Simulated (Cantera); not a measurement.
A perfectly stirred reactor is fed with 4.65 % C2H6, 12.5 % O2, 75.4 % N2, 7.45 % CO2, equivalence ratio 1.3, at 0.640 bar; it is adiabatic with a 573 K inlet, and is followed from long to short residence time, starting on the burning branch (τ in s: 0.047, 0.023, 0.011, 0.0054, 0.0026, 0.0013, 0.00061, 0.00029, 0.00014, 6.9e-05, 3.3e-05, 1.6e-05, 7.8e-06).

Cantera simulation using GRI-Mech 3.0 (53 species, 325 reactions); the numbers are that mechanism's predictions, not measurements.

Problem. Predict: blow-out, bracketed by the residence times tried; x(C2H6) at τ = 47.0 ms; x(O2) at τ = 47.0 ms; x(CO2) at τ = 47.0 ms; x(CH2) at τ = 47.0 ms; x(O) at τ = 47.0 ms; x(C2H6) at τ = 0.610 ms; x(O2) at τ = 0.610 ms; x(CO2) at τ = 0.610 ms.

Solution. 
| Quantity | Value |
|---|---|
| blow-out, bracketed by the residence times tried | burning at 2.60 ms, out at 1.30 ms |
| x(C2H6) at τ = 47.0 ms | 4.36e-6 |
| x(O2) at τ = 47.0 ms | 0.000420 |
| x(CO2) at τ = 47.0 ms | 0.103 |
| x(CH2) at τ = 47.0 ms | 7.37e-7 |
| x(O) at τ = 47.0 ms | 5.54e-5 |
| x(C2H6) at τ = 0.610 ms | 0.0465 |
| x(O2) at τ = 0.610 ms | 0.125 |
| x(CO2) at τ = 0.610 ms | 0.0745 |
